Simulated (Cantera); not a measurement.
A perfectly stirred reactor is fed with 31.6 % H2, 14.4 % O2, 54.0 % N2, equivalence ratio 1.1, at 1.01 bar; it is adiabatic with a 550 K inlet, and is followed from long to short residence time, starting on the burning branch (τ in s: 0.14, 0.048, 0.017, 0.0061, 0.0022, 0.00077, 0.00027, 9.8e-05, 3.5e-05).

Cantera simulation using the H2/O2 subset of GRI-Mech 3.0, which has no nitrogen chemistry; the numbers are that mechanism's predictions, not measurements.

x: mole fraction; the columns are a selection and need not sum to one.

```tsv
τ (s)	T (K)	x H2	x O2	x HO2	x H	x H2O2	x O	x H2O
0.14	2525	0.0413	0.00284	1.10e-6	0.00592	1.27e-7	0.000904	0.316
0.048	2519	0.0417	0.00302	1.16e-6	0.00619	1.31e-7	0.000964	0.315
0.017	2503	0.0426	0.00346	…	0.00691	1.39e-7	0.00112	0.313
0.0061	2467	0.0447	0.00447	…	0.00864	1.55e-7	0.00152	0.308
0.0022	2396	0.0486	0.00647	…	0.0124	1.85e-7	0.00241	0.299
0.00077	2272	0.0541	0.00980	…	0.0200	2.46e-7	0.00417	0.285
0.00027	2099	0.0596	0.0143	…	0.0322	3.97e-7	0.00683	0.268
9.8e-5	1898	0.0638	0.0195	…	0.0485	7.97e-7	0.00972	0.250
3.5e-5	1673	0.0691	0.0269	…	0.0669	1.92e-6	0.0118	0.231
```

Q: What belongs in the gaps?

A: 
- 0.017, x HO2: 1.32e-6
- 0.0061, x HO2: 1.69e-6
- 0.0022, x HO2: 2.44e-6
- 0.00077, x HO2: 3.95e-6
- 0.00027, x HO2: 6.81e-6
- 9.8e-5, x HO2: 1.16e-5
- 3.5e-5, x HO2: 2.02e-5
